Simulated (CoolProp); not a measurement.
Vapour-liquid equilibrium of dimethyl carbonate (1) + n-decane (2) at 356.2 K; x and y are mole fractions of (1).

Values from CoolProp's multi-fluid Helmholtz-energy mixture model, Zhou 2011 and Lemmon 2006; pair parameters Bell 2016.

```csv
x,bubble pressure (bar),y at the bubble point,dew pressure at overall composition x (bar),liquid density (mol/L)
0.05,0.2477,0.817,0.04925,4.927
0.125,0.4552,0.905,0.05344,5.153
0.2,0.5789,0.928,0.05842,5.400
0.275,0.6469,0.937,0.06441,5.670
0.35,0.6805,0.942,0.07177,5.968
0.425,0.6946,0.944,0.08103,6.300
0.5,0.6996,0.944,0.09301,6.670
0.575,0.7022,0.945,0.1092,7.086
0.65,0.7067,0.946,0.1321,7.558
0.725,0.7157,0.948,0.1672,8.097
0.8,0.7311,0.954,0.2275,8.718
0.875,0.7535,0.964,0.3552,9.438
0.95,0.7826,0.981,0.7211,10.28
```

No azeotrope shows between x = 0.05 and 0.95.

The pair parameters rest on a limited set of measurements; away from them the model extrapolates. With so large a gap from Raoult's law the liquid may split in two, which this calculation doesn't test in full.
